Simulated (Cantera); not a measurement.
What does this Cantera script print?

```python
import numpy as np
import cantera as ct

gas = ct.Solution("gri30.yaml")
gas.TPX = 1675, 101325, {'C2H6': 1, 'H2': 35}
inlet = ct.Reservoir(gas, clone=True)

reactor = ct.IdealGasConstPressureReactor(gas, energy="off", clone=False)
exhaust = ct.Reservoir(gas, clone=True)
tau = [0.87, 0.37, 0.16, 0.066, 0.028, 0.012, 0.005, 0.0021, 0.0009][0]
for a, b in ((inlet, reactor), (reactor, exhaust)):
    ct.MassFlowController(a, b, mdot=lambda t: reactor.mass / tau)
net = ct.ReactorNet([reactor])
show = ['C2H6', 'H2', 'H', 'C2H2', 'CH4']

rows = []
print(f"{'tau/s':>10s}{'T/K':>9s}" + "".join(f"{s:>11s}" for s in show))
for tau in [0.87, 0.37, 0.16, 0.066, 0.028, 0.012, 0.005, 0.0021, 0.0009]:
    net.initial_time = 0.0
    net.advance(30 * tau)
    before = gas.X
    net.advance(40 * tau)
    drift = np.max(np.abs(gas.X - before) / (gas.X + 1e-9))
    rows.append([gas.T, *gas[show].X, drift])
    print(f"{tau:10.3e}{gas.T:9.1f}" + "".join(f"{x:11.3e}" for x in gas[show].X))
```

It prints:

```
     tau/s      T/K       C2H6         H2          H       C2H2        CH4
 8.700e-01   1675.0  4.118e-06  9.625e-01  1.166e-04  1.553e-02  2.085e-02
 3.700e-01   1675.0  6.304e-06  9.619e-01  1.200e-04  1.494e-02  2.211e-02
 1.600e-01   1675.0  1.094e-05  9.612e-01  1.269e-04  1.432e-02  2.340e-02
 6.600e-02   1675.0  2.132e-05  9.608e-01  1.421e-04  1.392e-02  2.411e-02
 2.800e-02   1675.0  4.174e-05  9.609e-01  1.694e-04  1.391e-02  2.378e-02
 1.200e-02   1675.0  8.037e-05  9.614e-01  2.132e-04  1.404e-02  2.285e-02
 5.000e-03   1675.0  1.557e-04  9.617e-01  2.780e-04  1.393e-02  2.196e-02
 2.100e-03   1675.0  2.974e-04  9.618e-01  3.615e-04  1.323e-02  2.157e-02
 9.000e-04   1675.0  5.601e-04  9.616e-01  4.596e-04  1.183e-02  2.169e-02
```

Model: GRI-Mech 3.0 (53 species, 325 reactions), integrated in Cantera. GRI-Mech 3.0 stops at C3 and has no aromatics, soot or wall deposition, so with more carbon than oxygen in the feed, carbon stays in small species such as C2H2 where larger ones or solid carbon would form.
